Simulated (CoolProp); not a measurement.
Values from CoolProp's reference Helmholtz-energy equation of state, Setzmann 1991.

Problem. For methane, give the phase and the cp (kJ/(kg K)), conductivity (mW/(m K)) at 211.9 K and 0.0441 MPa.

Solution. 
- 211.9 K and 0.0441 MPa: gas; cp 2.10, conductivity 23.1

Thermal conductivity comes from a separate model (Friend 1989).
